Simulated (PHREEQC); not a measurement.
Dissolve 0.079 mol/kgw HF, 0.00021 mol/kgw (CH3)4NF and 0.002 mol/kgw H2SiF6 at 40 °C. Closed to the air; pH follows from the charge balance.

Equilibrium calculation in PHREEQC: ion-association model, phreeqc.dat.

No solid was allowed to form.

Task: Order these F species by the share of F that they hold, largest first: SiF6-2, HF2-, HF, F-.

Result: HF (79 %), SiF6-2 (13 %), F- (5.1 %), HF2- (3.0 %)

The pH is 2.05 and the ionic strength 0.0120 mol/kgw. (CH3)4N+ isn't in the database: it is added as a free cation with an ion size of 4 Å. Constants without temperature data keep their 25 °C values here. SiF6-2 is the database's only silicon fluoride.
